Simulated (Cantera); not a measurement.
# Moist CO burnout

An isothermal, constant-pressure homogeneous reactor starts with CO : O2 : H2O : N2 = 0.002 : 0.011 : 0.088 : 1 (molar parts), at 1000 K and 0.513 atm.

Computed with Cantera and GRI-Mech 3.0 (53 species, 325 reactions).

```
t (s)         x CO     x O2   x H2O     x N2O      x NO       x H     x HO2
--------  --------  -------  ------  --------  --------  --------  --------
2.00e-6    0.00182  0.00999  0.0799    <1e-12    <1e-12    <1e-12    <1e-12
6.59e-6    0.00182  0.00999  0.0799    <1e-12    <1e-12    <1e-12    <1e-12
2.17e-5    0.00182  0.00999  0.0799    <1e-12    <1e-12    <1e-12    <1e-12
7.17e-5    0.00182  0.00999  0.0799    <1e-12    <1e-12    <1e-12    <1e-12
0.000236   0.00182  0.00999  0.0799    <1e-12    <1e-12    <1e-12    <1e-12
0.000779   0.00182  0.00999  0.0799    <1e-12    <1e-12  1.20e-12  1.55e-12
0.00257    0.00182  0.00999  0.0799    <1e-12    <1e-12  8.48e-12  3.11e-11
0.00847    0.00182  0.00999  0.0799    <1e-12    <1e-12  1.07e-10  9.23e-10
0.0279     0.00181  0.00999  0.0799  1.65e-11    <1e-12   6.58e-8   6.42e-7
0.0920     0.00121  0.00971  0.0799   5.09e-9  3.54e-11   1.33e-6   2.77e-6
0.303     0.000438  0.00932  0.0800   1.31e-8  6.41e-11   2.09e-7   1.59e-6
1.00      0.000144  0.00917  0.0800   1.69e-8  5.22e-11   2.35e-8   6.79e-7
```
x: mole fraction; the columns are a selection and need not sum to one.

Equilibrium at this temperature and pressure: CO 1.62e-12, O2 0.00909, H2O 0.0800, N2O 4.47e-10, NO 7.03e-6, H <1e-12, HO2 6.71e-11 (gas phase only).
